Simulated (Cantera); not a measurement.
Input: 1 mol CH2F2, 0.2 mol CH4, equilibrated at 2250 K and 0.133 bar.

Equilibrium computed with Cantera from the NASA thermochemical tables; the gas is ideal and each condensed phase is pure. Rates play no part.

```csv
species,before,after
HF,0.830,0.833
H2,0.161,0.167
CH4,8.22e-7,2.13e-5
H,0.00817,2.66e-6
F,4.26e-5,<1e-9
C2H2 (acetylene),0.000540,2.06e-7
"C(graphite), mol",1.20,1.20
```
Gas species are given as mole fractions.

Q: What was changed between the two runs?
A) CH2F2 replaced by C2F6
B) CH4 from 0.2 to 0.038 mol
C) CH4 from 0.2 to 0.029 mol
D) temperature from 2250 K to 1350 K

A: D, temperature from 2250 K to 1350 K
